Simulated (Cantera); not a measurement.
Ignition delay

Mixture: 12.2 % CH₄, 2.57 % C₂H₆, 16.8 % O₂, 62.9 % N₂, 5.51 % H₂O, equivalence ratio 2.0, at 15.0 bar, adiabatic and at constant pressure. Ignition delay is the time to a rise of 400 K.

Model: GRI-Mech 3.0 (53 species, 325 reactions), integrated in Cantera. The pressure lies above the range GRI-Mech 3.0 was tuned for (to about 10 atm).

```tsv
T0 (K)	delay (ms)
1075	3.23
1125	1.42
1175	0.686
1225	0.359
1275	0.204
1325	0.124
1375	0.0793
```

```
Quantity                                                 Value
--------------------------------------------------  ----------
apparent activation energy between 1275 and 1375 K  140 kJ/mol
```
